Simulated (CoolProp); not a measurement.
A single-stage vapour-compression cycle with propylene: evaporating at 231.15 K (dew point), condensing at 276.15 K (bubble point), superheat 10 K, subcooling 0 K, compressor efficiency 0.8, no pressure losses. Each further row changes one setting.

Values from CoolProp's reference Helmholtz-energy equation of state, Lemmon 2013.

```
case                              cooling COP  pressure ratio  discharge temperature (K)  refrigerating effect (kJ/kg)  volumetric capacity (kJ/m³)
--------------------------------  -----------  --------------  -------------------------  ----------------------------  ---------------------------
as stated                                3.39            4.91                      316.7                           341                          967
evaporating temperature 236.15 K         3.98            3.98                      312.2                    (withheld)                         1200
condensing temperature 271.15 K          3.91            4.23                      309.4                           354                         1000
subcooling 5 K                     (withheld)            4.91                      316.7                           354                         1000
superheat 20 K                     (withheld)            4.91                 (withheld)                           355                          962
compressor efficiency 0.7          (withheld)            4.91                 (withheld)                           341                          967
```

Q: What belongs in the gaps?

A: 
- evaporating temperature 236.15 K, refrigerating effect (kJ/kg): 347
- subcooling 5 K, cooling COP: 3.52
- superheat 20 K, cooling COP: 3.38
- superheat 20 K, discharge temperature (K): 327.4
- compressor efficiency 0.7, cooling COP: 2.97
- compressor efficiency 0.7, discharge temperature (K): 325.0
